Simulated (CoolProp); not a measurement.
CH3F (R41) along the isobar 3.39 MPa: density (kg/m³) from the reference equation and from simpler models built on Tc = 317.3 K, pc = 5.906 MPa, ω = 0.200; each cubic takes its own stable root.

Computed with CoolProp (reference Helmholtz-energy equation of state, Lemmon 2006). It is a short technical equation, of lower accuracy than the large ones.

```tsv
T (K)	phase	reference	van der Waals	Soave-Redlich-Kwong	Peng-Robinson
259.9	liquid	729.3	389.5	568.1	643.8
267.9	liquid	704.3	374.7	544.3	616.7
275.9	liquid	676.5	357.1	517.2	585.9
283.9	liquid	644.6	70.28	485.6	549.8
291.9	liquid	605.9	65.44	446.1	…
300	gas	70.94	61.50	66.00	68.07
308	gas	64.61	58.25	61.17	62.94
316	gas	59.97	55.46	57.37	58.92
324	gas	…	53.02	54.23	55.62
332	gas	53.30	50.85	51.57	52.82
340	gas	50.75	…	49.26	50.40
348	gas	…	47.14	…	48.27
356	gas	46.58	45.53	45.42	46.38
364	gas	44.84	44.06	43.78	44.68
372.1	gas	43.25	42.68	42.28	43.11
380.1	gas	41.83	41.41	40.93	41.70
```

Problem. Fill in the missing entries.

Solution. 
- 291.9, Peng-Robinson: 504.6
- 324, reference: 56.31
- 340, van der Waals: 48.90
- 348, reference: 48.53
- 348, Soave-Redlich-Kwong: 47.23

At some of these states van der Waals gives the other phase, because its saturation line lies elsewhere.
